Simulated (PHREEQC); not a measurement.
A solution holds 0.0064 mol/kgw KOH, 0.27 mol/kgw Fe(NO3)3 and 8.9e-05 mol/kgw CuSO4, at 25 °C. Closed to the air; pH follows from the charge balance.

All values are PHREEQC results (ion-association model, wateq4f.dat), not measurements.

No solid was allowed to form.

Order these S species by the share of S that they hold, largest first: FeSO4+, SO4-2, FeHSO4+2, HSO4-.

FeSO4+ (91 %), FeHSO4+2 (4.7 %), SO4-2 (2.9 %), HSO4- (1.2 %)

Order these Fe species by the share of Fe that they hold, largest first: Fe2(OH)2+4, FeOH+2, Fe+3.

Fe+3 (87 %), FeOH+2 (11 %), Fe2(OH)2+4 (1.9 %)

The pH is 1.68 and the ionic strength 1.56 mol/kgw. The solution is supersaturated, for example in Hematite (slow to form), Goethite (slow to form), so a real one may precipitate; this is no full list. The ionic strength is past about 0.7 mol/kgw, beyond the range of this activity model, so the values are rough. Species that the database lacks are ignored.
